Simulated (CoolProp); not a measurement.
Vapour-liquid equilibrium of ethanol (1) + hexamethyldisiloxane (MM) (2) at 425.5 K; x and y are mole fractions of (1).

Computed with CoolProp (multi-fluid Helmholtz-energy mixture model, Schroeder 2014 and Thol 2016; pair parameters Bell 2016).

| x | bubble pressure, mixture model (MPa) | bubble pressure, Raoult's law (MPa) | y, mixture model | y, Raoult's law |
|---|---|---|---|---|
| 0.05 | [?] | 0.4024 | [?] | 0.130 |
| 0.2 | 0.6681 | 0.5035 | 0.483 | 0.414 |
| 0.35 | 0.7926 | 0.6046 | [?] | 0.604 |
| 0.5 | [?] | 0.7056 | [?] | 0.739 |
| 0.65 | 0.9435 | 0.8067 | 0.761 | 0.840 |
| 0.8 | 0.9950 | 0.9078 | [?] | 0.919 |
| 0.95 | [?] | 1.009 | 0.958 | 0.982 |

What belongs in the gaps?


- 0.05, bubble pressure, mixture model (MPa): 0.4652
- 0.05, y, mixture model: 0.212
- 0.35, y, mixture model: 0.602
- 0.5, bubble pressure, mixture model (MPa): 0.8782
- 0.5, y, mixture model: 0.685
- 0.8, y, mixture model: 0.848
- 0.95, bubble pressure, mixture model (MPa): 1.033

The largest gap from Raoult's law is +32.7 % in bubble pressure, at x = 0.2. No azeotrope shows between x = 0.05 and 0.95.

The pair parameters rest on a limited set of measurements; away from them the model extrapolates.
